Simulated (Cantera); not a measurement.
## Adiabatic ignition

An adiabatic, constant-volume homogeneous reactor starts with 15.0 % H2, 17.8 % O2, 67.2 % N2, equivalence ratio 0.42, at 1250 K and 3.30 bar.

Computed with Cantera and GRI-Mech 3.0 (53 species, 325 reactions). The hydrogen kinetics of GRI-Mech 3.0 are dated; newer H2 mechanisms differ, most at raised pressure.

```
t (s)     T (K)  P (bar)      x H2   x O2     x OH    x NO2      x NO
--------  -----  -------  --------  -----  -------  -------  --------
2.00e-6    1250     3.30     0.150  0.178  1.18e-8   <1e-12    <1e-12
5.46e-6    1250     3.30     0.150  0.178  5.97e-7   <1e-12    <1e-12
1.49e-5    2108     5.29   0.00995  0.103   0.0197  3.36e-8   2.46e-5
4.07e-5    2493     6.11   0.00113  0.109  0.00964  1.93e-7  0.000121
0.000111   2494     6.12   0.00111  0.109  0.00956  4.65e-7  0.000293
0.000304   2493     6.11   0.00110  0.108  0.00952  1.20e-6  0.000755
0.000829   2490     6.11   0.00109  0.108  0.00943  3.10e-6   0.00195
0.00226    2484     6.09   0.00107  0.106  0.00923  7.56e-6   0.00477
0.00618    2473     6.06   0.00103  0.104  0.00888  1.53e-5   0.00967
0.0169     2464     6.04  0.000994  0.102  0.00860  2.16e-5    0.0137
0.0461     2462     6.03  0.000989  0.102  0.00855  2.26e-5    0.0143
0.126      2462     6.03  0.000989  0.102  0.00855  2.26e-5    0.0143
0.344      2462     6.03  0.000989  0.102  0.00855  2.26e-5    0.0143
0.939      2462     6.03  0.000989  0.102  0.00855  2.26e-5    0.0143
2.56       2462     6.03  0.000989  0.102  0.00855  2.26e-5    0.0143
7.00       2462     6.03  0.000989  0.102  0.00855  2.26e-5    0.0143
```
x: mole fraction; the columns are a selection and need not sum to one.

time of steepest temperature rise: 13.3 µs
temperature at 7.00 s: 2462 K
equilibrium temperature: 2462 K
x(H2) at 7.00 s: 0.000989 (gas-phase equilibrium 0.000989)
x(O2) at 7.00 s: 0.102 (gas-phase equilibrium 0.102)
x(OH) at 7.00 s: 0.00855 (gas-phase equilibrium 0.00855)
